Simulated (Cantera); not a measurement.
Feed: 1 mol Fe₂O₃, 0.3 mol Cl₂, 0.25 mol N₂, a varied amount of HCl, equilibrated at 1423.15 K and 210000 Pa.

Cantera equilibrium calculation (NASA polynomials, part measured and part estimated; ideal gas, pure solids and liquids). Candidate condensed phases: Fe, FeCl₂, FeCl₃, FeO, Fe(OH)₂, Fe(OH)₃, Fe₂O₃, Fe₃O₄, H₂O, NH₄Cl; 37 gas species. Equilibrium is a limit: real reactors are often held back by kinetics, nucleation or transport.

Task: What share of the Fe ends up in condensed phases as a function of n(HCl) (mol), at 0.011, 0.018, 0.028, 0.045, 0.071, 0.11, 0.18, 0.29, 0.45, 0.72, 1.1, 1.8, 2.9?

Result: 
```json
[
 {"n(HCl) (mol)": "0.011", "Fe condensed (%)": "93.6", "as": "Fe₂O₃(s)"},
 {"n(HCl) (mol)": "0.018", "Fe condensed (%)": "93.6", "as": "Fe₂O₃(s)"},
 {"n(HCl) (mol)": "0.028", "Fe condensed (%)": "93.6", "as": "Fe₂O₃(s)"},
 {"n(HCl) (mol)": "0.045", "Fe condensed (%)": "93.6", "as": "Fe₂O₃(s)"},
 {"n(HCl) (mol)": "0.071", "Fe condensed (%)": "93.5", "as": "Fe₂O₃(s)"},
 {"n(HCl) (mol)": "0.11", "Fe condensed (%)": "93.4", "as": "Fe₂O₃(s)"},
 {"n(HCl) (mol)": "0.18", "Fe condensed (%)": "93.3", "as": "Fe₂O₃(s)"},
 {"n(HCl) (mol)": "0.29", "Fe condensed (%)": "93.0", "as": "Fe₂O₃(s)"},
 {"n(HCl) (mol)": "0.45", "Fe condensed (%)": "92.6", "as": "Fe₂O₃(s)"},
 {"n(HCl) (mol)": "0.72", "Fe condensed (%)": "91.6", "as": "Fe₂O₃(s)"},
 {"n(HCl) (mol)": "1.1", "Fe condensed (%)": "90.2", "as": "Fe₂O₃(s)"},
 {"n(HCl) (mol)": "1.8", "Fe condensed (%)": "87.3", "as": "Fe₂O₃(s)"},
 {"n(HCl) (mol)": "2.9", "Fe condensed (%)": "82.5", "as": "Fe₂O₃(s)"}
]
```
